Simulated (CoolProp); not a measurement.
Vapour-liquid equilibrium of nitrogen (1) + carbon monoxide (2) at 82.5 K; x and y are mole fractions of (1).

Computed with CoolProp (multi-fluid Helmholtz-energy mixture model, Span 2000 and Lemmon 2006; pair parameters Gernert 2013).

```json
[
 {"x": "0.05", "bubble pressure, mixture model (MPa)": "0.1156", "bubble pressure, Raoult's law (MPa)": "0.1150", "y, mixture model": "0.081", "y, Raoult's law": "0.078"},
 {"x": "0.125", "bubble pressure, mixture model (MPa)": "0.1215", "bubble pressure, Raoult's law (MPa)": "0.1200", "y, mixture model": "0.192", "y, Raoult's law": "0.186"},
 {"x": "0.2", "bubble pressure, mixture model (MPa)": "0.1273", "bubble pressure, Raoult's law (MPa)": "0.1250", "y, mixture model": "…", "y, Raoult's law": "0.286"},
 {"x": "0.275", "bubble pressure, mixture model (MPa)": "0.1330", "bubble pressure, Raoult's law (MPa)": "0.1300", "y, mixture model": "…", "y, Raoult's law": "0.377"},
 {"x": "0.35", "bubble pressure, mixture model (MPa)": "0.1386", "bubble pressure, Raoult's law (MPa)": "0.1350", "y, mixture model": "0.466", "y, Raoult's law": "0.463"},
 {"x": "0.425", "bubble pressure, mixture model (MPa)": "…", "bubble pressure, Raoult's law (MPa)": "0.1400", "y, mixture model": "0.542", "y, Raoult's law": "0.542"},
 {"x": "0.5", "bubble pressure, mixture model (MPa)": "0.1491", "bubble pressure, Raoult's law (MPa)": "0.1450", "y, mixture model": "0.612", "y, Raoult's law": "0.615"},
 {"x": "0.575", "bubble pressure, mixture model (MPa)": "0.1540", "bubble pressure, Raoult's law (MPa)": "0.1501", "y, mixture model": "…", "y, Raoult's law": "0.684"},
 {"x": "0.65", "bubble pressure, mixture model (MPa)": "…", "bubble pressure, Raoult's law (MPa)": "0.1551", "y, mixture model": "0.739", "y, Raoult's law": "0.748"},
 {"x": "0.725", "bubble pressure, mixture model (MPa)": "0.1634", "bubble pressure, Raoult's law (MPa)": "0.1601", "y, mixture model": "0.797", "y, Raoult's law": "0.808"},
 {"x": "0.8", "bubble pressure, mixture model (MPa)": "…", "bubble pressure, Raoult's law (MPa)": "0.1651", "y, mixture model": "…", "y, Raoult's law": "0.865"},
 {"x": "0.875", "bubble pressure, mixture model (MPa)": "0.1719", "bubble pressure, Raoult's law (MPa)": "0.1701", "y, mixture model": "0.908", "y, Raoult's law": "0.918"},
 {"x": "0.95", "bubble pressure, mixture model (MPa)": "0.1759", "bubble pressure, Raoult's law (MPa)": "0.1751", "y, mixture model": "…", "y, Raoult's law": "0.968"}
]
```

Problem. Some entries are withheld; supply them.

Solution. 
- 0.2, y, mixture model: 0.293
- 0.275, y, mixture model: 0.384
- 0.425, bubble pressure, mixture model (MPa): 0.1439
- 0.575, y, mixture model: 0.677
- 0.65, bubble pressure, mixture model (MPa): 0.1588
- 0.8, bubble pressure, mixture model (MPa): 0.1677
- 0.8, y, mixture model: 0.853
- 0.95, y, mixture model: 0.963

The largest gap from Raoult's law is +2.8 % in bubble pressure, at x = 0.5. No azeotrope shows between x = 0.05 and 0.95.

Pair parameters are fitted to limited data, so mixtures are less certain than the pure fluids.
